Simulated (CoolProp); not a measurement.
A simple Rankine cycle with p-xylene: condensing at 332.15 K, boiler at 0.349 MPa, turbine inlet 614.7 K, turbine efficiency 0.65, pump efficiency 0.8, no recuperator. Each further row changes one setting.

Values from CoolProp's reference Helmholtz-energy equation of state, Zhou 2012.

```tsv
case	thermal efficiency (%)	net work (kJ/kg)	heat in (kJ/kg)	turbine exit temperature (K)	volume ratio over the turbine
as stated	12.8	114	887	559.1	50.2
condensing temperature 324.15 K	13.7	124	901	554.4	71.8
boiler pressure 0.244 MPa	11.8	105	889	564.4	35.0
turbine efficiency 0.55	10.8	96.1	887	567.5	51.0
```
